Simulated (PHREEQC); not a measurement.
A column of 1 m (30 cells, dispersivity 0.035 m, 60 s a shift, diffusion coefficient 3e-10 m²/s) holds 0.014 eq of the database's cation exchanger X per kg of pore water, first in equilibrium with 0.058 mol MgCl2 and 1e-05 mol HCl per kg of water. It is flushed with 0.0079 mol/kgw MnCl2, 0.02 mol/kgw KCl and 1e-05 mol/kgw HCl, at 25 °C. Values are for the last cell. CO2 from the air is kept out. No solid was allowed to form.

All values are PHREEQC results (ion-association model, phreeqc.dat), not measurements.

```tsv
pore volumes	K in solution (mol/kgw)	Mn in solution (mol/kgw)	Mg in solution (mol/kgw)	Cl in solution (mol/kgw)	MgX2 on the exchanger (mol/kgw)	MnX2 on the exchanger (mol/kgw)
0	0	0	0.0580	0.116	0.00700	0
0.3167	2.05e-9	2.14e-9	0.0580	0.116	0.00700	1.85e-10
0.5167	3.16e-5	2.09e-5	0.0577	0.115	0.00700	1.82e-6
0.8167	0.00207	0.000943	0.0455	0.0950	0.00673	0.000102
1.117	0.00759	0.00270	0.0231	0.0592	0.00570	0.000504
1.417	0.0127	0.00407	0.0104	0.0417	0.00409	0.00123
1.617	0.0153	0.00494	0.00633	0.0378	0.00299	0.00181
1.917	0.0178	0.00614	0.00303	0.0362	0.00165	0.00259
2.217	0.0191	0.00699	0.00139	0.0359	0.000807	0.00314
2.517	0.0196	0.00748	0.000600	0.0358	0.000357	0.00346
2.717	0.0198	0.00766	0.000331	0.0358	0.000199	0.00357
3.017	0.0199	0.00780	0.000130	0.0358	7.85e-5	0.00366
```
